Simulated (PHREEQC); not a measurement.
Dissolve 0.00209 mol NH3 per kg of water at 90 °C. Closed to the air; pH follows from the charge balance.

Model: ion-association model, phreeqc.dat, run in PHREEQC.

The pH comes out as 8.65 and the ionic strength comes out as 0.000180 mol/kgw. The specific conductance is 137 µS/cm and the total alkalinity comes out as 2.09 meq/kg.

```json
[
 {"species": "NH3", "molality": "0.00191", "activity": "0.00191", "log γ": "0.000"},
 {"species": "OH-", "molality": "0.000180", "activity": "0.000177", "log γ": "-0.008"},
 {"species": "NH4+", "molality": "0.000180", "activity": "0.000177", "log γ": "-0.008"},
 {"species": "H+", "molality": "2.26e-9", "activity": "2.22e-9", "log γ": "-0.008"}
]
```

This is a speciation only: nothing precipitates in the calculation. Constants without temperature data keep their 25 °C values here.
